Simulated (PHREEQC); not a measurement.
Solution (20 °C): 0.0011 mol HF and 0.00043 mol NH4HF2 per kg of water. Closed to the air; pH follows from the charge balance.

Equilibrium calculation in PHREEQC: ion-association model, phreeqc.dat.

This is a speciation only: nothing precipitates in the calculation.

Order these F species by the share of F that they hold, largest first: F-, HF, HF2-.

F- (55 %), HF (45 %), HF2- (0.35 %)

The pH is 3.21 and the ionic strength 0.00108 mol/kgw.
